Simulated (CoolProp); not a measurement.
Vapour-liquid equilibrium of n-butane (1) + cis-2-butene (2) at 387.9 K; x and y are mole fractions of (1).

Model: multi-fluid Helmholtz-energy mixture model, Bücker 2006 and Lemmon 2005; pair parameters Bell 2016, in CoolProp.

| x | bubble pressure (kPa) | y at the bubble point | dew pressure at overall composition x (kPa) | liquid density (mol/L) |
|---|---|---|---|---|
| 0.05 | 1896 | 0.054 | 1895 | 8.539 |
| 0.2 | 1930 | 0.210 | ? | 8.355 |
| 0.35 | ? | 0.361 | 1954 | 8.182 |
| 0.5 | 1975 | ? | 1974 | 8.020 |
| 0.65 | 1991 | ? | 1990 | 7.866 |
| 0.8 | 2002 | 0.803 | 2002 | 7.719 |
| 0.95 | 2011 | 0.951 | 2011 | 7.579 |

Problem. Fill in the missing entries.

Solution. 
- 0.2, dew pressure at overall composition x (kPa): 1928
- 0.35, bubble pressure (kPa): 1955
- 0.5, y at the bubble point: 0.509
- 0.65, y at the bubble point: 0.656

No azeotrope shows between x = 0.05 and 0.95.

Pair parameters are fitted to limited data, so mixtures are less certain than the pure fluids.
